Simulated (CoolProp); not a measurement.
Hexamethyldisiloxane (MM) along the isotherm 317.85 °C: Z from the reference equation and from simpler models built on Tc = 245.6 °C, pc = 1.931 MPa, ω = 0.418; each cubic takes its own stable root.

Model: reference Helmholtz-energy equation of state, Thol 2016, in CoolProp.

```
p (MPa)          phase  reference  van der Waals  Soave-Redlich-Kwong  Peng-Robinson
-------  -------------  ---------  -------------  -------------------  -------------
0.0305             gas     0.9965         0.9966               0.9967         0.9962
0.0493             gas     0.9943         0.9945               0.9947         0.9939
0.0797             gas     0.9908         0.9911               0.9915         0.9901
0.129              gas     0.9850         0.9855               0.9862         0.9840
0.208              gas     0.9757         0.9764               0.9776         0.9741
0.336              gas     0.9605              ?               0.9637              ?
0.543              gas     0.9355         0.9365               0.9409         0.9319
0.877              gas     0.8944         0.8939                    ?         0.8891
1.42               gas     0.8260         0.8171               0.8399         0.8184
2.29     supercritical     0.7155         0.6628                    ?         0.7043
3.7      supercritical     0.5518         0.4816               0.5949         0.5599
5.98     supercritical          ?              ?                    ?         0.5544
9.66     supercritical     0.7089         0.8630               0.7620         0.6951
```

Problem. What belongs in the gaps?

Solution. 
- 0.336, van der Waals: 0.9614
- 0.336, Peng-Robinson: 0.9580
- 0.877, Soave-Redlich-Kwong: 0.9032
- 2.29, Soave-Redlich-Kwong: 0.7345
- 5.98, reference: 0.5310
- 5.98, van der Waals: 0.6091
- 5.98, Soave-Redlich-Kwong: 0.6006
